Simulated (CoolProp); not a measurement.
Properties of C2F6 (R116) along the isobar 151 kPa.

Values from CoolProp's reference Helmholtz-energy equation of state, Lemmon 2006. It is a short technical equation, of lower accuracy than the large ones.

| T (K) | phase | density (kg/m³) | speed of sound (m/s) | viscosity (µPa s) |
|---|---|---|---|---|
| 206.3 | gas | 12.87 | 112.2 | 9.64 |
| 228.2 | gas | 11.43 | 119.2 | 10.7 |
| 250.2 | gas | 10.31 | 125.5 | 11.8 |
| 272.1 | gas | 9.414 | 131.3 | 12.9 |
| 294.1 | gas | 8.665 | 136.8 | 13.9 |
| 316 | gas | 8.035 | 142.0 | 14.9 |
| 338 | gas | 7.491 | 146.9 | 15.9 |
| 359.9 | gas | 7.021 | 151.7 | 16.9 |
| 381.9 | gas | 6.605 | 156.3 | 17.9 |
| 403.8 | gas | 6.239 | 160.7 | 18.8 |

Viscosity comes from a separate model (Huber 2003), an estimate that may be off by 10 % or more.
